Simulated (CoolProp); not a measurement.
Vapour-liquid equilibrium of R143a (1) + n-butane (2) at 308.4 K; x and y are mole fractions of (1).

Model: multi-fluid Helmholtz-energy mixture model, Lemmon and Jacobsen 2000 and Bücker 2006; pair parameters Bell 2016, in CoolProp.

Give the bubble pressure and the first vapour's composition at x = 0.05, 0.5, 0.65. Is there an azeotrope?

x = 0.05: 5.137 bar, y = 0.353; x = 0.5: 12.39 bar, y = 0.772; x = 0.65: 13.63 bar, y = 0.821. No azeotrope shows between x = 0.05 and 0.95.

The pair parameters rest on a limited set of measurements; away from them the model extrapolates.
